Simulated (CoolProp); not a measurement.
Vapour-liquid equilibrium of p-xylene (1) + n-undecane (2) at 0.00511 MPa; x and y are mole fractions of (1).

Computed with CoolProp (multi-fluid Helmholtz-energy mixture model, Zhou 2012 and Aleksandrov 2011; pair parameters Bell 2016).

| x | bubble temperature (K) | y at the bubble point | dew temperature at overall composition x (K) | liquid density (mol/L) |
|---|---|---|---|---|
| 0.05 | 370.3 | 0.273 | 375.5 | 4.457 |
| 0.15 | 360.4 | 0.586 | 373.3 | 4.720 |
| 0.25 | 353.0 | 0.745 | 370.9 | 4.992 |
| 0.35 | 347.2 | 0.836 | 368.2 | 5.278 |
| 0.45 | 342.5 | 0.892 | 365.2 | 5.583 |
| 0.55 | 338.6 | 0.928 | 361.8 | 5.913 |
| 0.65 | 335.3 | 0.954 | 357.7 | 6.271 |
| 0.75 | 332.4 | 0.972 | 352.7 | 6.663 |
| 0.85 | 329.9 | 0.986 | 346.1 | 7.095 |
| 0.95 | 327.6 | 0.996 | 335.8 | 7.575 |

No azeotrope shows between x = 0.05 and 0.95.

Pair parameters are fitted to limited data, so mixtures are less certain than the pure fluids.
